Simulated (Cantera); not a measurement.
Catalytic combustion on Pt

An isothermal plug-flow reactor at 650 K and 0.640 bar (inlet), inlet velocity 2.3 m/s, active area per volume 520 1/m; feed H₂ : O₂ : N₂ : H₂O = 0.0063 : 0.033 : 0.79 : 0.0088 (molar parts).

Model: Deutschmann's 1995 Pt surface mechanism with GRI-Mech 3.0 gas chemistry, integrated in Cantera. Catalytic surfaces can have several steady states; this one follows from the mechanism file's or the stated starting coverage. Mass transfer to the wall is taken as infinitely fast.

| z (m) | x H₂ | x O₂ | x H₂O | θ free Pt | θ O* | θ OH* |
|---|---|---|---|---|---|---|
| 0.00021 | 0.00506 | 0.0382 | 0.0130 | 0.228 | 0.761 | 0.0116 |
| 0.00041 | 0.00383 | 0.0376 | 0.0142 | 0.175 | 0.814 | 0.0107 |
| 0.00078 | 0.00263 | 0.0370 | 0.0154 | 0.122 | 0.868 | 0.00945 |
| 0.0015 | 0.00163 | 0.0365 | 0.0164 | 0.0767 | 0.915 | 0.00781 |
| 0.0029 | 0.000927 | 0.0362 | 0.0171 | 0.0444 | 0.949 | 0.00613 |
| 0.0056 | 0.000501 | 0.0360 | 0.0176 | 0.0249 | 0.970 | 0.00467 |
| 0.011 | 0.000252 | 0.0359 | 0.0178 | 0.0140 | 0.982 | 0.00355 |
| 0.021 | 0.000117 | 0.0358 | 0.0180 | 0.00897 | 0.988 | 0.00285 |
x: gas mole fraction; θ: surface coverage.
